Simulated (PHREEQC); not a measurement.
Arsenic or selenium liquor: an equilibrium model

Solution (25 °C): 0.94 mmol/kgw H3AsO4, 79 mmol/kgw HCl and 9.5 mmol/kgw ZnSO4. Closed to the air; pH follows from the charge balance.

All values are PHREEQC results (ion-association model, wateq4f.dat), not measurements.

No solid was allowed to form.

Q: Estimate the pH.

A: pH 1.22.

Q: In which forms is Zn present?

A: Zn+2 86 %, ZnCl+ 7.2 %, ZnSO4 6.8 % of the Zn.

The database has no arsenate complexes of Zn.
